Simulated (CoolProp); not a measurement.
Values from CoolProp's reference Helmholtz-energy equation of state, Beckmüller 2019.

Give the vapour pressure (MPa), liquid cp (kJ/(kg K)), vapour Z, surface tension (mN/m) of saturated n-octane at -0.95, 34.45 °C.


```json
[
 {"T (°C)": "-0.95", "p (MPa)": "0.000366", "liquid cp (kJ/(kg K))": "2.14", "vapour Z": "0.999", "surface tension (mN/m)": "23.8"},
 {"T (°C)": "34.45", "p (MPa)": "0.00313", "liquid cp (kJ/(kg K))": "2.26", "vapour Z": "0.996", "surface tension (mN/m)": "20.3"}
]
```

Surface tension comes from a separate correlation (Mulero 2012).
